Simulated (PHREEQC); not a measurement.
**Nickel, zinc or cadmium bath: speciation**

Solution (85 °C): 0.0032 mol CdCl2, 0.0052 mol Na2SO4 and 0.00014 mol H2SO4 per kg of water. Closed to the air; pH follows from the charge balance.

The numbers come from PHREEQC with the ion-association model, wateq4f.dat.

No solid was allowed to form.

**Question.** Estimate the pH, ionic strength.

**Answer.** pH 3.92; ionic strength 0.0204 mol/kgw.

**Question.** In which forms is Na present?

**Answer.** Na+ 98 %, NaSO4- 1.5 % of the Na.

At this temperature some constants are extrapolated from 25 °C, and those without enthalpy data are left unchanged.
